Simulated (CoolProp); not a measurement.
The fluid at 298.15 K and 0.0518 MPa flows at 23 m/s in a round tube of 10 mm bore and 15 µm roughness, fully developed (64/Re and Nu = 3.66 if laminar; Colebrook and Gnielinski if turbulent). The same conditions are run with several fluids, on thermodynamics alone (safety and materials aside).

The numbers come from the reference Helmholtz-energy equation of state of each fluid (c-C4F8 (RC318): Platzer 1990; isobutane: Bücker 2006; propane: Lemmon 2009; R507A: Lemmon 2003; CF4 (R14): Platzer 1990) in CoolProp. The equations of Platzer and Polt are older, rougher fits. Blends and air are pseudo-pure fits.

Problem. Rank c-C4F8 (RC318), isobutane, propane, R507A, CF4 (R14) by Reynolds number, highest first.

Solution. c-C4F8 (RC318) (85700), R507A (39300), isobutane (37700), propane (26200), CF4 (R14) (24600)

```csv
fluid,Darcy friction factor,pressure drop (Pa/m),heat-transfer coefficient (W/(m² K)),mass flow (kg/h)
c-C4F8 (RC318),0.0240,2700,261,27.6
isobutane,0.0262,854,174,8.00
propane,0.0276,679,137,6.04
R507A,0.0261,1440,148,13.5
CF4 (R14),0.0279,1360,114,12.0
```

Transport values come from each fluid's own correlations; those of c-C4F8 (RC318), CF4 (R14) are estimates that may be off by 10 % or more.
